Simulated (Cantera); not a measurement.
What does this Cantera script print?

```python
import numpy as np
import cantera as ct

gas_names = """
    H HNO HNO2 HNO3 HO2 H2 H2O H2O2 N NH NH2 NH3 NH2OH NO NO2 NO3 N2 N2H2 N2H4 N2O O OH O2 O3 Si SiH
    SiH2 SiH3 SiH4 SiN SiO SiO2 Si2 Si2N Si3
""".split()
cond_names = """
    H2O(s) H2O(L) Si(cr) Si(L) SiO2(Lqz) SiO2(hqz) SiO2(L) Si2N2O(s) Si3N4(a)
""".split()


# ... load() reads the species with a 1 bar reference pressure and builds the phases ...
atoms = {
    'Si3N4': {'Si': 3, 'N': 4},
    'N2O': {'N': 2, 'O': 1},
    'H2': {'H': 2},
}
top_T = {'Si2N2O(s)': 2100, 'Si3N4(a)': 2400}  # K; cautious upper limits of use, not melting points


# ... equilibrate(T, P, feed) seeds the gas with the atoms and calls Mixture.equilibrate('TP', solver="vcs", rtol=1e-11, max_steps=5000) ...
results = []
feed = {'Si3N4': 1, 'N2O': 2.7, 'H2': 180}  # mol
P = 101325  # Pa
for T in [1050, 1150, 1250, 1350, 1450, 1550, 1650, 1750, 1850, 1950, 2050, 2150]:
    mix = equilibrate(T, P, feed)
    results.append((T, P, feed, dict(zip(mix.species_names, mix.species_moles))))

top = {s: max(r[3][s] / sum(r[3][g] for g in gas_names) for r in results) for s in gas_names}
cols = sorted((s for s in top if top[s] > 1e-05), key=lambda s: -top[s])[:6]
seen = [c for c in cond_names if any(r[3].get(c, 0) > 1e-12 for r in results)]
print("log10 of partial pressures in bar; condensed amounts in mol")
print(f"{'T/K':>10s}" + "".join(f"{s[:9]:>10s}" for s in cols + seen))
for T, P, feed, n in results:
    ng = sum(n[g] for g in gas_names)
    print(f"{T:10.4g}" + "".join(f"{np.log10(max(n[s] / ng * P / 1e5, 1e-99)):10.3f}" for s in cols)
          + "".join(f"{n.get(c, 0):10.4g}" for c in seen))
```

It prints:

```
log10 of partial pressures in bar; condensed amounts in mol
       T/K        H2        N2       SiO         H       H2O      SiH2     Si(L) SiO2(hqz)   SiO2(L) Si2N2O(s)
      1050    -0.003    -1.703   -12.635    -8.092    -4.291   -17.858         0    0.7938         0     1.103
      1150    -0.003    -1.703   -10.435    -7.129    -4.112   -15.408         0    0.7907         0     1.105
      1250    -0.003    -1.703    -8.594    -6.317    -3.964   -13.353         0    0.7869         0     1.107
      1350    -0.003    -1.703    -7.030    -5.624    -3.838   -11.606         0    0.7825         0     1.109
      1450    -0.003    -1.703    -5.688    -5.026    -3.732   -10.102         0    0.7775         0     1.111
      1550    -0.003    -1.703    -4.522    -4.503    -3.640    -8.795         0    0.7705         0     1.112
      1650    -0.003    -1.702    -3.503    -4.043    -3.559    -7.650         0    0.7476         0     1.098
      1750    -0.004    -1.688    -2.610    -3.636    -3.490    -6.645         0         0     0.612    0.9707
      1850    -0.010    -1.627    -1.904    -3.274    -3.560    -5.717         0         0         0    0.3503
      1950    -0.011    -1.621    -1.883    -2.946    -4.887    -4.222         0         0         0    0.2846
      2050    -0.013    -1.596    -1.836    -2.651    -5.065    -3.866     0.251         0         0         0
      2150    -0.014    -1.596    -1.837    -2.382    -5.168    -3.644    0.1916         0         0         0
```

These are equilibrium values from Cantera (NASA tables, ideal gas, pure condensed phases), not measurements of a reactor. Mutual solubility and eutectic melting of coexisting phases are not modelled. The tables hold silica as quartz up to 1696 K and as liquid above; real silica turns to tridymite and cristobalite and melts near 1996 K. Gases not in the tables: Si2H6 and higher silanes.
